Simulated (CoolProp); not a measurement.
Vapour-liquid equilibrium of R22 (1) + methanol (2) at 68.2 kPa; x and y are mole fractions of (1).

Computed with CoolProp (multi-fluid Helmholtz-energy mixture model, Kamei 1995 and de Reuck 1993; pair parameters Bell 2016).

Question: Give the bubble temperature and the first vapour's composition at x = 0.05, 0.2, 0.8. Is there an azeotrope?

Answer: x = 0.05: 284.8 K, y = 0.883; x = 0.2: 249.9 K, y = 0.990; x = 0.8: 227.9 K, y = 0.999. No azeotrope shows between x = 0.05 and 0.95.

The pair parameters rest on a limited set of measurements; away from them the model extrapolates.
